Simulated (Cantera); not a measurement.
A closed system holds: 1 mol SiCl4, 8.1 mol O3, 98 mol N2, equilibrated at 1000 °C and 1.00 bar.

Method: chemical equilibrium by Gibbs-energy minimisation in Cantera with the NASA 1993 tables (ideal gas, pure condensed phases). The tables hold silica as quartz up to 1696 K and as liquid above; real silica turns to tridymite and cristobalite and melts near 1996 K. Rates play no part.

| species | before | after |
|---|---|---|
| N2 | 0.881 | 0.867 |
| O2 | 0.100 | 0.0986 |
| Cl | 0.00128 | 0.0325 |
| Cl2 | 0.0173 | 0.00146 |
| ClO | 1.39e-5 | 4.00e-6 |
| NO | 0.000242 | 0.000238 |
| SiO2(β-quartz), mol | 1.00 | 1.00 |
Gas species are given as mole fractions.

Task: Which change was made?
A. temperature from 1000 °C to 1275 °C
B. temperature from 1000 °C to 602 °C
C. pressure from 1.00 bar to 13.0 Pa
D. temperature from 1000 °C to 852 °C

Result: C, pressure from 1.00 bar to 13.0 Pa
